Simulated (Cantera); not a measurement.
A closed system holds: 1 mol Si(CH₃)₄, 27 mol H₂, equilibrated at 1550 K and 0.0140 bar.

Cantera equilibrium calculation (NASA polynomials, part measured and part estimated; ideal gas, pure solids and liquids). Candidate condensed phases: C, C₆H₆, C₇H₈, C₈H₁₈, Si, SiC; 87 gas species. Rates play no part.

Base state: H₂ 1.000, H 0.000266, CH₄ 2.84e-5, C₂H₂ (acetylene) 1.60e-5 (mole fractions); condensed: C(graphite) + SiC(s).

Problem. What changes in the equilibrium state with this change: temperature from 1550 K to 2575 K?

Solution. 
| species | before | after |
|---|---|---|
| H₂ | 1.000 | 0.716 |
| H | 0.000266 | 0.248 |
| Si | 2.09e-8 | 0.0186 |
| C₂H₂ (acetylene) | 1.60e-5 | 0.0105 |
| SiC₂ | <1e-9 | 0.00595 |
| Si₂C | <1e-9 | 0.000359 |
| C₂H | <1e-9 | 0.000305 |
| C₃ | <1e-9 | 0.000110 |
| SiH | 6.49e-9 | 0.000440 |
| C(graphite), mol | 3.00 | 2.66 |
| SiC(s), mol | 1.000 | 0 |
Gases not in the tables: Si₂H₆ and higher silanes.
